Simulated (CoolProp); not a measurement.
Aqueous magnesium chloride as a coolant, 9 % by mass, freezing at -6.9 °C, 1 atm.

Values from CoolProp's Melinder's fits for secondary coolants.

```json
[
 {"T (°C)": "-5.7", "Prandtl number": "22.3", "viscosity (mPa s)": "3.28", "cp (kJ/(kg K))": "3.621", "conductivity (W/(m K))": "0.532"},
 {"T (°C)": "-2.4", "Prandtl number": "19.4", "viscosity (mPa s)": "2.88", "cp (kJ/(kg K))": "3.627", "conductivity (W/(m K))": "0.538"},
 {"T (°C)": "0.8", "Prandtl number": "17.1", "viscosity (mPa s)": "2.56", "cp (kJ/(kg K))": "3.633", "conductivity (W/(m K))": "0.544"},
 {"T (°C)": "4.1", "Prandtl number": "15.1", "viscosity (mPa s)": "2.28", "cp (kJ/(kg K))": "3.639", "conductivity (W/(m K))": "0.550"},
 {"T (°C)": "7.3", "Prandtl number": "13.4", "viscosity (mPa s)": "2.05", "cp (kJ/(kg K))": "3.644", "conductivity (W/(m K))": "0.556"},
 {"T (°C)": "10.6", "Prandtl number": "12.0", "viscosity (mPa s)": "…", "cp (kJ/(kg K))": "3.650", "conductivity (W/(m K))": "0.562"},
 {"T (°C)": "13.9", "Prandtl number": "10.8", "viscosity (mPa s)": "1.68", "cp (kJ/(kg K))": "3.655", "conductivity (W/(m K))": "0.568"},
 {"T (°C)": "17.1", "Prandtl number": "9.77", "viscosity (mPa s)": "1.53", "cp (kJ/(kg K))": "3.660", "conductivity (W/(m K))": "0.574"},
 {"T (°C)": "20.4", "Prandtl number": "8.84", "viscosity (mPa s)": "1.40", "cp (kJ/(kg K))": "3.665", "conductivity (W/(m K))": "0.580"},
 {"T (°C)": "23.6", "Prandtl number": "8.04", "viscosity (mPa s)": "…", "cp (kJ/(kg K))": "3.670", "conductivity (W/(m K))": "0.585"},
 {"T (°C)": "26.9", "Prandtl number": "7.31", "viscosity (mPa s)": "1.17", "cp (kJ/(kg K))": "3.675", "conductivity (W/(m K))": "…"},
 {"T (°C)": "30.1", "Prandtl number": "6.66", "viscosity (mPa s)": "1.08", "cp (kJ/(kg K))": "3.680", "conductivity (W/(m K))": "0.596"}
]
```

**Question.** Some entries are withheld; supply them.

**Answer.** 
- 10.6, viscosity (mPa s): 1.85
- 23.6, viscosity (mPa s): 1.28
- 26.9, conductivity (W/(m K)): 0.591
